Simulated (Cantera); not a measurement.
Feed: 1 mol Si, 5.1 mol Cl2, held at 1427 °C and 91.0 Pa.

Equilibrium computed with Cantera from the NASA thermochemical tables; the gas is ideal and each condensed phase is pure. The tables' values for SiCl3 are old estimates; treat these amounts as uncertain. Kinetics and transport are ignored.

| species | before | after |
|---|---|---|
| Cl2 | 0.0175 | 0.756 |
| SiCl4 | 0.125 | 0.244 |
| Cl | 0.843 | 8.15e-6 |
| SiCl3 | 0.0118 | <1e-9 |
| SiCl2 | 0.00219 | <1e-9 |
Gas species are given as mole fractions.

### Question
Which change was made?
(A) pressure from 91.0 Pa to 13.3 mbar
(B) pressure from 91.0 Pa to 10.0 mbar
(C) temperature from 1427 °C to 952 °C
(D) temperature from 1427 °C to 400 °C

### Answer
D, temperature from 1427 °C to 400 °C
